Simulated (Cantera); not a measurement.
**Sublimation and decomposition of ceramics: SiC + H2 + Si**

Input: 1 mol SiC, 0.016 mol H2, 0.016 mol Si, held at 0.100 bar.

These are equilibrium values from Cantera (NASA tables, ideal gas, pure condensed phases), not measurements of a reactor. Candidate condensed phases: C, C6H6, C7H8, C8H18, Si, SiC; 87 gas species. Mutual solubility and eutectic melting of coexisting phases are not modelled. Gases not in the tables: Si2H6 and higher silanes. Rates play no part.

```csv
T (K),x H2,x H,x Si,x SiH,x Si2C,x SiH2,n Si(l),n SiC(s)
1823,0.999,0.00137,4.42e-5,1.49e-5,5.30e-7,3.51e-5,0.0160,1.00
1873,0.998,0.00204,8.82e-5,2.60e-5,1.36e-6,4.89e-5,0.0160,1.00
1923,0.997,0.00297,0.000170,4.38e-5,3.31e-6,6.71e-5,0.0160,1.00
1973,0.995,0.00426,0.000316,7.20e-5,7.70e-6,9.04e-5,0.0160,1.00
2023,0.993,0.00599,0.000569,0.000115,1.72e-5,0.000120,0.0160,1.00
2073,0.990,0.00828,0.000997,0.000180,3.68e-5,0.000157,0.0160,1.000
2123,0.986,0.0113,0.00170,0.000276,7.58e-5,0.000202,0.0160,1.000
2173,0.981,0.0151,0.00283,0.000414,0.000151,0.000257,0.0159,1.000
2223,0.974,0.0200,0.00460,0.000608,0.000292,0.000323,0.0159,1.000
2273,0.965,0.0261,0.00731,0.000876,0.000546,0.000400,0.0158,1.000
2323,0.952,0.0336,0.0114,0.00124,0.000994,0.000489,0.0158,1.000
```
x: gas mole fraction; n: condensed amount in mol.

From 1823 K to 2323 K the condensed part is Si(l) + SiC(s). The main Si-bearing gas is Si throughout.
